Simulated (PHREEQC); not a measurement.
0.058 g of hydrous ferric oxide (600 m²/g; 0.2 weak and 0.005 strong sites per Fe, Dzombak-Morel constants, diffuse double layer) in 1 kg of water with 0.01 mol/kgw of an inert sodium salt and 7.3e-05 mol NiCl2, at 25 °C; the pH is set by adding NaOH or the inert anion's acid. Oxygen is held at 0.21 atm. No CO2 enters from the air. Nothing may precipitate in this run.

Equilibrium calculation in PHREEQC: ion-association model, wateq4f.dat.

**Question.** Predict surface charge σ (C/m²), surface potential ψ (mV) at pH = 3, 4.5, 5.5, 6, 8.

**Answer.** 
```csv
pH,surface charge σ (C/m²),surface potential ψ (mV)
3,0.325,203
4.5,0.161,170
5.5,0.077,132
6,0.051,111
8,0.014,50
```

Along this series the solution becomes supersaturated in solids that the run did not let form, among them Ni(OH)2. Species that the database lacks are ignored. The oxide is taken as insoluble; below pH 4 it would dissolve.
